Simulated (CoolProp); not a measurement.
CH3F (R41) at several states: density (kg/m³) from the reference equation and from simpler models built on Tc = 317.3 K, pc = 5906 kPa, ω = 0.200; each cubic takes its own stable root.

Values from CoolProp's reference Helmholtz-energy equation of state, Lemmon 2006. It is a short technical equation, of lower accuracy than the large ones.

```
T (K)  p (kPa)   phase  reference
-----  -------  ------  ---------
406.1     1210     gas      12.64
274.2     25.5     gas     0.3817
157.6     1450  liquid      956.0
```

Problem. How far does each simpler model (van der Waals, Redlich-Kwong, Soave-Redlich-Kwong, Peng-Robinson) lie from the reference over these 3 states: mean and median of the absolute difference, and the worst?

Solution. 
- van der Waals: mean 15.9 %, median 0.2 %, worst -47.5 % at 157.6 K and 1450 kPa
- Redlich-Kwong: mean 7.4 %, median 0.2 %, worst -22.1 % at 157.6 K and 1450 kPa
- Soave-Redlich-Kwong: mean 7.3 %, median 0.6 %, worst -21.1 % at 157.6 K and 1450 kPa
- Peng-Robinson: mean 3.8 %, median 0.0 %, worst -11.3 % at 157.6 K and 1450 kPa
